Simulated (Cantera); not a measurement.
# CuO + H2 (hydrogen reduction and annealing atmospheres)

Feed: 1 mol CuO, 0.49 mol H2, held at 723.15 K and 720 Pa.

Method: chemical equilibrium by Gibbs-energy minimisation in Cantera with the NASA 1993 tables (ideal gas, pure condensed phases). Candidate condensed phases: Cu, CuO, Cu(OH)2, Cu2O, H2O; 12 gas species. Equilibrium is a limit: real reactors are often held back by kinetics, nucleation or transport.

```yaml
x(H2O): 1.00
n(CuO(s)): 0.0200 mol
n(Cu2O(s)): 0.490 mol
gas_amount: 0.4900 mol
log10 activity of Cu(s) (absent): -1.86
log10 activity of Cu(OH)2(s) (absent): -4.48
```
